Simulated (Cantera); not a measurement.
Input: 1 mol CH2F2, 0.072 mol HCl, 13 mol H2, at 2098.15 K and 14.3 Torr.

Method: chemical equilibrium by Gibbs-energy minimisation in Cantera with the NASA 1993 tables (ideal gas, pure condensed phases). Kinetics and transport are ignored.

```csv
species,before,after
H2,0.842,0.514
HF,0.131,0.465
H,0.0205,0.0160
C2H2 (acetylene),0.00120,0.000735
HCl,0.00464,0.00409
Cl,8.32e-5,9.38e-5
"C(graphite), mol",0.963,3.97
```
Gas species are given as mole fractions.

Problem. What was changed between the two runs?
(A) pressure from 14.3 Torr to 3.83 Torr
(B) CH2F2 replaced by c-C4F8
(C) temperature from 2098.15 K to 3223.15 K
(D) pressure from 14.3 Torr to 48.0 Torr

Solution. B, CH2F2 replaced by c-C4F8. The feed counts by its element totals alone
